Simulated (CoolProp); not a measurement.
Propylene glycol along the isobar 5.48 bar: fugacity coefficient from the reference equation and from simpler models built on Tc = 400.8 °C, pc = 72.92 bar, ω = 0.327; each cubic takes its own stable root.

Model: reference Helmholtz-energy equation of state, Eisenbach 2021, in CoolProp.

```json
[
 {"T (°C)": "175.45", "phase": "liquid", "reference": "0.1232"},
 {"T (°C)": "189.65", "phase": "liquid", "reference": "0.1919"},
 {"T (°C)": "203.75", "phase": "liquid", "reference": "0.2882"},
 {"T (°C)": "217.95", "phase": "liquid", "reference": "0.4205"},
 {"T (°C)": "232.05", "phase": "liquid", "reference": "0.5950"},
 {"T (°C)": "246.15", "phase": "liquid", "reference": "0.8203"},
 {"T (°C)": "260.35", "phase": "gas", "reference": "0.9387"},
 {"T (°C)": "274.45", "phase": "gas", "reference": "0.9447"},
 {"T (°C)": "288.65", "phase": "gas", "reference": "0.9499"}
]
```

Question: How far does each simpler model (van der Waals, Soave-Redlich-Kwong, Peng-Robinson) lie from the reference over these 9 states: mean and median of the absolute difference, and the worst?

Answer: 
- van der Waals: mean 166.5 %, median 60.7 %, worst +665.1 % at 175.45 °C and 5.48 bar
- Soave-Redlich-Kwong: mean 73.0 %, median 57.3 %, worst +186.0 % at 175.45 °C and 5.48 bar
- Peng-Robinson: mean 72.4 %, median 56.7 %, worst +186.8 % at 175.45 °C and 5.48 bar

At some of these states van der Waals, Soave-Redlich-Kwong, Peng-Robinson gives the other phase, because its saturation line lies elsewhere.
